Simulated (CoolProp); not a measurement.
A single-stage vapour-compression cycle with toluene: evaporating at 326.15 K (dew point), condensing at 395.15 K (bubble point), superheat 10 K, subcooling 8 K, compressor efficiency 0.6, no pressure losses. Each further row changes one setting.

Model: reference Helmholtz-energy equation of state, Lemmon 2006, in CoolProp. It is a short technical equation, of lower accuracy than the large ones.

```tsv
case	cooling COP	pressure ratio	discharge temperature (K)	refrigerating effect (kJ/kg)	volumetric capacity (kJ/m³)
as stated	___	9.94	424.2	293	136
evaporating temperature 331.15 K	___	8.10	421.7	___	168
condensing temperature 390.15 K	2.63	___	419.1	303	140
subcooling 13 K	___	9.94	424.2	303	140
superheat 20 K	2.42	9.94	___	306	138
compressor efficiency 0.5	___	9.94	439.0	293	136
```

### Question
Fill in the missing entries.

### Answer

- as stated, cooling COP: 2.39
- evaporating temperature 331.15 K, cooling COP: 2.66
- evaporating temperature 331.15 K, refrigerating effect (kJ/kg): 299
- condensing temperature 390.15 K, pressure ratio: 8.68
- subcooling 13 K, cooling COP: 2.47
- superheat 20 K, discharge temperature (K): 434.3
- compressor efficiency 0.5, cooling COP: 1.99
